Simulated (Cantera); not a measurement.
# Carbon deposition, reforming and gasification: CO + H2O + H2 + NH3

Input: 1 mol CO, 1 mol H2O, 24 mol H2, 1.3 mol NH3, held at 49.0 mbar.

These are equilibrium values from Cantera (NASA tables, ideal gas, pure condensed phases), not measurements of a reactor. Candidate condensed phases: C, C6H6, C7H8, C8H18, H2O; 136 gas species. Equilibrium is a limit: real reactors are often held back by kinetics, nucleation or transport.

| T (K) | x H2 | x H | x CO | x H2O | x N2 | x OH |
|---|---|---|---|---|---|---|
| 1250 | 0.908 | 2.08e-6 | 0.0341 | 0.0341 | 0.0227 | 8.07e-10 |
| 1350 | 0.908 | 1.03e-5 | 0.0343 | 0.0343 | 0.0227 | 6.29e-9 |
| 1450 | 0.908 | 4.07e-5 | 0.0344 | 0.0344 | 0.0227 | 3.70e-8 |
| 1550 | 0.908 | 0.000136 | 0.0345 | 0.0345 | 0.0227 | 1.73e-7 |
| 1650 | 0.907 | 0.000391 | 0.0345 | 0.0345 | 0.0227 | 6.72e-7 |
| 1750 | 0.907 | 0.00100 | 0.0346 | 0.0346 | 0.0227 | 2.24e-6 |
| 1850 | 0.905 | 0.00232 | 0.0346 | 0.0346 | 0.0227 | 6.54e-6 |
| 1950 | 0.903 | 0.00492 | 0.0346 | 0.0346 | 0.0227 | 1.71e-5 |
| 2050 | 0.898 | 0.00971 | 0.0345 | 0.0345 | 0.0226 | 4.07e-5 |
| 2150 | 0.890 | 0.0180 | 0.0344 | 0.0343 | 0.0225 | 8.94e-5 |
| 2250 | 0.878 | 0.0314 | 0.0342 | 0.0340 | 0.0224 | 0.000183 |
| 2350 | 0.858 | 0.0522 | 0.0338 | 0.0334 | 0.0221 | 0.000351 |
| 2450 | 0.829 | 0.0826 | 0.0333 | 0.0326 | 0.0218 | 0.000635 |
| 2550 | 0.788 | 0.125 | 0.0326 | 0.0313 | 0.0213 | 0.00109 |
x: gas mole fraction; nothing condenses.

From 1250 K to 2550 K nothing is condensed. The main C-bearing gas is CO throughout.
